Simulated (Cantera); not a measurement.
An isothermal plug-flow reactor at 1100 K and 1.78 atm (inlet), inlet velocity 1.8 m/s, active area per volume 460 1/m; feed 0.639 % CH4, 19.3 % O2, 80.1 % N2, equivalence ratio 0.066.

Detailed kinetics in Cantera: Deutschmann's 1995 Pt surface mechanism with GRI-Mech 3.0 gas chemistry. Catalytic surfaces can have several steady states; this one follows from the mechanism file's or the stated starting coverage. Mass transfer to the wall is taken as infinitely fast.

Task: Predict: x(CH4) at z = 0.091 m; x(O2) at z = 0.091 m; x(H2O) at z = 0.091 m; x(CO2) at z = 0.091 m; x(CO) at z = 0.091 m; θ(free Pt) at the exit; θ(O*) at the exit; θ(OH*) at the exit.

Result: 
```
Quantity                   Value
----------------------  --------
x(CH4) at z = 0.091 m   0.000353
x(O2) at z = 0.091 m       0.181
x(H2O) at z = 0.091 m     0.0119
x(CO2) at z = 0.091 m    0.00590
x(CO) at z = 0.091 m     9.59e-7
θ(free Pt) at the exit     0.236
θ(O*) at the exit          0.762
θ(OH*) at the exit       0.00203
```
